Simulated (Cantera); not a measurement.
A Cantera script and its output.

```python
import numpy as np
import cantera as ct

gas = ct.Solution("SiF4_NH3_mec.yaml", "gas")
gas.TPX = 1975, 2666, {'NH3': 1, 'N2': 15}
reactor = ct.IdealGasConstPressureReactor(gas, energy="off", clone=False)
net = ct.ReactorNet([reactor])
net.rtol, net.atol = 1e-08, 1e-18
show = ['NH3', 'NH', 'N2', 'N2H4', 'NH2', 'N2H2']
times = np.geomspace(1e-06, 200, 11)

steps = ct.SolutionArray(gas, extra=["t"])
rows = []
print(f"{'t/s':>10s}{'T/K':>9s}{'P/Pa':>11s}" + "".join(f"{s:>11s}" for s in show))
for t in times:
    while net.time < t:
        t_next = net.step()
        steps.append(gas.state, t=t_next)
    rows.append([np.interp(t, steps.t, y) for y in (steps.T, steps.P, *steps(*show).X.T)])
    print(f"{t:10.3e}{rows[-1][0]:9.1f}{rows[-1][1]:11.4g}" + "".join(f"{x:11.3e}" for x in rows[-1][2:]))
rate = np.gradient(steps.T, steps.t)
print("integrator steps:", len(steps.t))
if steps.T.max() > steps.T[0] + 200:
    print(f"time of steepest temperature rise: {steps.t[rate.argmax()]:.4e} s")
gas.TPX = 1975, 2666, {'NH3': 1, 'N2': 15}
gas.equilibrate("TP")
print(f"equilibrium (TP): T = {gas.T:.1f} K  " + "  ".join(f"{s} {gas[s].X[0]:.3e}" for s in show))
```

It prints:

```
       t/s      T/K       P/Pa        NH3         NH         N2       N2H4        NH2       N2H2
 1.000e-06   1975.0       2666  6.250e-02  4.891e-16  9.375e-01  2.373e-19  1.365e-08  5.826e-18
 6.762e-06   1975.0       2666  6.250e-02  9.308e-14  9.375e-01  5.991e-17  1.009e-07  1.689e-15
 4.573e-05   1975.0       2666  6.250e-02  2.197e-11  9.375e-01  1.075e-14  9.272e-07  6.371e-13
 3.092e-04   1975.0       2666  6.249e-02  2.247e-09  9.375e-01  9.272e-13  7.917e-06  1.031e-10
 2.091e-03   1975.0       2666  6.244e-02  1.619e-07  9.375e-01  4.623e-11  5.529e-05  7.118e-09
 1.414e-02   1975.0       2666  6.195e-02  3.272e-06  9.373e-01  1.733e-09  3.381e-04  4.038e-07
 9.564e-02   1975.0       2666  5.472e-02  9.587e-06  9.343e-01  1.775e-09  3.421e-04  7.831e-07
 6.467e-01   1975.0       2666  2.697e-02  8.320e-06  9.228e-01  3.457e-10  1.510e-04  2.542e-07
 4.373e+00   1975.0       2666  1.096e-03  1.988e-06  9.120e-01  2.769e-12  1.352e-05  4.657e-09
 2.958e+01   1975.0       2666  1.558e-07  1.176e-08  9.107e-01  2.273e-18  1.230e-08  2.367e-14
 2.000e+02   1975.0       2666  1.493e-08  1.232e-09  9.106e-01  2.299e-20  1.232e-09  5.395e-15
integrator steps: 1904
equilibrium (TP): T = 1975.0 K  NH3 1.360e-08  NH 1.122e-09  N2 9.106e-01  N2H4 1.912e-20  NH2 1.122e-09  N2H2 5.362e-15
```

Computed with Cantera and the gas-phase N/H chemistry of the illustrative SiF4/NH3 mechanism in the Surface Chemkin manual (1991). Walls and surfaces, which speed up NH3 decomposition in real reactors, are not modelled.
